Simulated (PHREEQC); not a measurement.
Solution (85 °C): 0.065 mol/kgw Na3PO4. Closed to the air; pH follows from the charge balance.

The numbers come from PHREEQC with the ion-association model, wateq4f.dat.

Precipitation was switched off in this run.

### Question
Predict the pH, ionic strength.

### Answer
pH 10.93; ionic strength 0.305 mol/kgw.

### Question
In which forms is P present?

### Answer
HPO4-2 56 %, PO4-3 39 %, NaHPO4- 4.6 % of the P.

H3PO4, which wateq4f.dat lacks, is added to it with the constant of phreeqc.dat. Constants without temperature data keep their 25 °C values here.
